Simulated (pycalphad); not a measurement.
Source of the numbers: pycalphad with the COST 507 light-alloy database (1999); pressure 1 atm. The data set is of 1999 and partly superseded. Kinetics are ignored, which matters at the lower temperatures.

Molar enthalpy of Cu-84.7Si (at.%) in equilibrium (SER reference):

```json
[
 {"T (K)": "2350", "H (kJ/mol)": "96.96", "phases": "liquid"},
 {"T (K)": "2200", "H (kJ/mol)": "92.79", "phases": "liquid"},
 {"T (K)": "2050", "H (kJ/mol)": "88.61", "phases": "liquid"},
 {"T (K)": "1900", "H (kJ/mol)": "84.44", "phases": "liquid"},
 {"T (K)": "1750", "H (kJ/mol)": "80.26", "phases": "liquid"},
 {"T (K)": "1675", "H (kJ/mol)": "78.17", "phases": "liquid"},
 {"T (K)": "1600", "H (kJ/mol)": "76.08", "phases": "liquid"},
 {"T (K)": "1450", "H (kJ/mol)": "42.66", "phases": "diamond (Si) + liquid"},
 {"T (K)": "1300", "H (kJ/mol)": "30.88", "phases": "diamond (Si) + liquid"},
 {"T (K)": "1150", "H (kJ/mol)": "24.28", "phases": "diamond (Si) + liquid"},
 {"T (K)": "1000", "H (kJ/mol)": "17.71", "phases": "diamond (Si) + CU19SI6_ETA"},
 {"T (K)": "925", "H (kJ/mol)": "15.72", "phases": "diamond (Si) + CU19SI6_ETA"},
 {"T (K)": "850", "H (kJ/mol)": "13.76", "phases": "diamond (Si) + CU19SI6_ETA"},
 {"T (K)": "700", "H (kJ/mol)": "9.92", "phases": "diamond (Si) + CU19SI6_ETA"},
 {"T (K)": "550", "H (kJ/mol)": "6.22", "phases": "diamond (Si) + CU19SI6_ETA"}
]
```

Cooling from 1600 K to 1000 K, across the freezing range, releases 58.4 kJ/mol, or 1740 J/g. The slope is 28 J/(mol K) in the liquid and 26 J/(mol K) just below the solidus, where it includes any heat of precipitation. Liquidus 1597 K, solidus 1074 K. Changes were sought between steps of 75 K, so a narrower field can be missed.

Database names, with the compositions (at.%) that they take in these runs: CU19SI6_ETA: Cu 76 Si 24.
